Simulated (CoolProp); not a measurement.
C2F6 (R116) at 293.15 K and 1.54 MPa flows at 0.11 m/s in a round tube of 1 mm bore and 45 µm roughness, fully developed (64/Re and Nu = 3.66 if laminar; Colebrook and Gnielinski if turbulent). Each further row changes one setting.

The numbers come from the reference Helmholtz-energy equation of state, Lemmon 2006 in CoolProp. It is a short technical equation, of lower accuracy than the large ones.

```
case               Reynolds number  Darcy friction factor  pressure drop (Pa/m)  heat-transfer coefficient (W/(m² K))  mass flow (kg/h)
-----------------  ---------------  ---------------------  --------------------  ------------------------------------  ----------------
as stated                      831                 0.0770                  50.6                                  57.0            0.0338
velocity 0.22 m/s             1660                 0.0385                   101                                  57.0            0.0676
diameter 2 mm                 1660                 0.0385                  12.7                                  28.5             0.135
```

Viscosity comes from a separate model (Huber 2003), an estimate that may be off by 10 % or more. Thermal conductivity comes from a separate model (Huber 2003), an estimate that may be off by 10 % or more.
